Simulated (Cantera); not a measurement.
Feed: 1 mol SiHCl3, 1.2 mol HCl, 20 mol H2, equilibrated at 1.70 bar.

These are equilibrium values from Cantera (NASA tables, ideal gas, pure condensed phases), not measurements of a reactor. Candidate condensed phases: Si; 19 gas species. The tables' values for SiCl3 are old estimates; treat these amounts as uncertain. Rates play no part. All values below are at 1248 K.

Base state: H2 0.916, HCl 0.0389, SiCl4 0.0201, SiHCl3 0.0167, SiCl2 0.00315, SiCl3 0.00296, SiH2Cl2 0.00188, SiH3Cl 5.89e-5 (mole fractions); condensed: gas only.

Task: What changes in the equilibrium state with this change: HCl from 1.2 to 0.37 mol?

Result: 
```tsv
species	before	after
H2	0.916	0.929
HCl	0.0389	0.0340
SiCl4	0.0201	0.0151
SiHCl3	0.0167	0.0145
SiH3Cl	5.89e-5	6.86e-5
SiCl3	0.00296	0.00256
Si(s), mol	0	0.194
```
